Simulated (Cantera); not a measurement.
## MgO + HCl + N₂ (chemical vapour transport)

Input: 1 mol MgO, 0.098 mol HCl, 0.52 mol N₂, held at 1 atm.

Cantera equilibrium calculation (NASA polynomials, part measured and part estimated; ideal gas, pure solids and liquids). Candidate condensed phases: H₂O, Mg, MgCl₂, MgO, Mg(OH)₂, NH₄Cl; 38 gas species. Mutual solubility and eutectic melting of coexisting phases are not modelled. Kinetics and transport are ignored.

At 1075 K the condensed part is MgCl₂(l) + MgO(s). From 1150 K to 1600 K the condensed part is MgO(s). The main Mg-bearing gas is MgCl₂ throughout.

```
T (K)   x N₂  x HCl   x MgCl₂    x H₂O      x Cl      x H₂    x Cl₂  n MgCl₂(l)  n MgO(s)
-----  -----  -----  --------  -------  --------  --------  -------  ----------  --------
1075   0.842  0.155  0.000934  0.00162   1.37e-6   2.24e-6  1.56e-6    0.000425     0.999
1150   0.841  0.154   0.00207  0.00207   4.51e-6   5.00e-6  2.74e-6           0     0.999
1225   0.841  0.152   0.00321  0.00321   1.25e-5   1.05e-5  4.25e-6           0     0.998
1300   0.841  0.149   0.00471  0.00471   3.01e-5   2.11e-5  5.97e-6           0     0.997
1375   0.841  0.145   0.00655  0.00655   6.47e-5   4.02e-5  7.76e-6           0     0.996
1450   0.841  0.141   0.00872  0.00872  0.000126   7.30e-5  9.49e-6           0     0.995
1525   0.841  0.136    0.0112   0.0112  0.000228  0.000126  1.11e-5           0     0.993
1600   0.841  0.130    0.0138   0.0138  0.000386  0.000208  1.25e-5           0     0.991
```
x: gas mole fraction; n: condensed amount in mol.
